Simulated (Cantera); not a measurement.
SF6 + H2O + O2 (abatement and gas-phase synthesis)

A closed system holds: 1 mol SF6, 0.9 mol H2O, 0.3 mol O2, equilibrated at 2348.15 K and 0.133 bar.

These are equilibrium values from Cantera (NASA tables, ideal gas, pure condensed phases), not measurements of a reactor. Candidate condensed phases: H2O, H2SO4, S; 43 gas species. The tables' values for SOF2, SF3, S2F2 (SSF2) are old estimates; treat these amounts as uncertain. The numbers say what is thermodynamically allowed, not how fast it happens.

| Item | Value |
|---|---|
| x(F) | 0.575 |
| x(HF) | 0.272 |
| x(SO2) | 0.0997 |
| x(SF2) | 0.0196 |
| x(SO) | 0.0181 |
| x(SOF2) | 0.00632 |
| x(SF) | 0.00526 |
| x(O2) | 0.00109 |
| x(S) | 0.000886 |
| gas amount | 6.617 mol |
| log10 activity of S(l) (absent) | -4.00 |
